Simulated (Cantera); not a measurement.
Mixture: CH4 : O2 : N2 = 1 : 1.25 : 4.7 (molar parts), at 12.8 atm, adiabatic and at constant volume. Ignition delay is the time to a rise of 400 K.

Model: GRI-Mech 3.0 (53 species, 325 reactions), integrated in Cantera. The pressure lies above the range GRI-Mech 3.0 was tuned for (to about 10 atm).

What does this change do: constant pressure in place of constant volume?


| quantity | before | after |
|---|---|---|
| delay at 1200 K | 4.24 ms | 4.49 ms |
| delay at 1275 K | 1.75 ms | 1.87 ms |
| delay at 1350 K | 0.763 ms | 0.824 ms |
| delay at 1425 K | 0.350 ms | 0.381 ms |
| delay at 1500 K | 0.167 ms | 0.183 ms |
| delay at 1575 K | 83.1 µs | 91.2 µs |
| delay at 1650 K | 42.9 µs | 47.2 µs |
| apparent activation energy between 1500 and 1650 K | 190 kJ/mol | 190 kJ/mol |

What does this change do: pressure from 12.8 atm to 9.87 atm?


| quantity | before | after |
|---|---|---|
| delay at 1200 K | 4.24 ms | 5.71 ms |
| delay at 1275 K | 1.75 ms | 2.32 ms |
| delay at 1350 K | 0.763 ms | 0.995 ms |
| delay at 1425 K | 0.350 ms | 0.449 ms |
| delay at 1500 K | 0.167 ms | 0.212 ms |
| delay at 1575 K | 83.1 µs | 0.104 ms |
| delay at 1650 K | 42.9 µs | 53.1 µs |
| apparent activation energy between 1500 and 1650 K | 190 kJ/mol | 190 kJ/mol |
